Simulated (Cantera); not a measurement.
A perfectly stirred reactor is fed with CH4 : H2O = 1 : 0.38 (molar parts), at 1700000 Pa; it is held at 1575 K, and followed from long to short residence time.

Detailed kinetics in Cantera: GRI-Mech 3.0 (53 species, 325 reactions). GRI-Mech 3.0 stops at C3 and has no aromatics, soot or wall deposition, so with more carbon than oxygen in the feed, carbon stays in small species such as C2H2 where larger ones or solid carbon would form. The pressure lies above the range GRI-Mech 3.0 was tuned for (to about 10 atm).

### Question
What does this change do: CH4 1 to 0.14 parts?

### Answer
```csv
quantity,before,after
x(CH4) at τ = 0.460 s,0.336,0.120
x(H2O) at τ = 0.460 s,0.164,0.532
x(CO) at τ = 0.460 s,0.0383,0.0365
x(O) at τ = 0.460 s,<1e-12,4.17e-12
x(H2) at τ = 0.460 s,0.365,0.264
x(CH4) at τ = 44.0 ms,0.383,0.148
x(H2O) at τ = 44.0 ms,0.220,0.641
x(CO) at τ = 44.0 ms,0.00576,0.00850
x(O) at τ = 44.0 ms,<1e-12,4.68e-12
x(H2) at τ = 44.0 ms,0.287,0.157
```

### Question
What does this change do: temperature 1575 to 2000 K?

### Answer
```
quantity                before     after
---------------------  -------  --------
x(CH4) at τ = 0.460 s    0.336    0.0467
x(H2O) at τ = 0.460 s    0.164   0.00218
x(CO) at τ = 0.460 s    0.0383     0.143
x(O) at τ = 0.460 s     <1e-12  1.86e-11
x(H2) at τ = 0.460 s     0.365     0.711
x(CH4) at τ = 44.0 ms    0.383    0.0505
x(H2O) at τ = 44.0 ms    0.220    0.0185
x(CO) at τ = 44.0 ms   0.00576     0.128
x(O) at τ = 44.0 ms     <1e-12  1.52e-10
x(H2) at τ = 44.0 ms     0.287     0.696
```
